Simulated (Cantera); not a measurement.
N2O furnace oxynitridation

An isothermal, constant-pressure homogeneous reactor starts with 17.9 % N2O, 82.1 % N2, at 1175 K and 1.68 atm.

Cantera simulation using GRI-Mech 3.0 (53 species, 325 reactions); the numbers are that mechanism's predictions, not measurements. GRI-Mech 3.0 was tuned for natural gas; its chemistry of N2O as a main component is partial and can be far from experiment. The mechanism lacks the step 2 NO + O2 → 2 NO2, which can matter for NO2 below about 1400 K. The temperature is held fixed by assumption; the heat of reaction is taken as removed at once.

```tsv
t (s)	x N2O	x NO	x O2	x NO2	x N2
1.00e-6	0.179	2.29e-10	1.09e-9	<1e-12	0.821
6.47e-6	0.179	8.91e-9	4.25e-8	<1e-12	0.821
4.19e-5	0.179	2.34e-7	1.11e-6	4.62e-12	0.821
0.000271	0.179	2.48e-6	1.18e-5	5.15e-10	0.821
0.00176	0.178	1.72e-5	8.19e-5	2.38e-8	0.822
0.0114	0.177	0.000111	0.000533	7.88e-7	0.822
0.0737	0.170	0.000687	0.00336	1.15e-5	0.825
0.477	0.135	0.00352	0.0183	6.85e-5	0.843
3.09	0.0417	0.00893	0.0582	0.000177	0.891
20.0	0.000218	0.00978	0.0768	0.000162	0.913
```
x: mole fraction; the columns are a selection and need not sum to one.

Equilibrium at this temperature and pressure: N2O 1.09e-8, NO 0.000109, O2 0.0819, NO2 1.69e-6, N2 0.918 (gas phase only).
